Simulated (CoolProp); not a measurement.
A closed Brayton cycle with dry air: compressor inlet 313.15 K and 7.1 MPa, high pressure 22.9 MPa, turbine inlet 840 K, compressor efficiency 0.89, turbine efficiency 0.85, recuperator effectiveness 0.9 (on enthalpy, no pinch check). Each further row changes one setting.

The numbers come from the reference Helmholtz-energy equation of state, Lemmon 2000 in CoolProp. It is a pseudo-pure fit of the blend.

```csv
case,thermal efficiency (%),net work (kJ/kg),compressor to turbine work,compressor exit (K),turbine exit (K)
as stated,28.9,70.3,0.68,454.9,649.5
turbine inlet 790 K,25.3,57.3,0.72,454.9,609.0
compressor inlet 323.15 K,27.1,65.2,0.70,469.2,649.5
high pressure 19.5 MPa,30.5,67.6,0.64,432.6,672.7
recuperator effectiveness 0.5,21.5,70.3,0.68,454.9,649.5
```
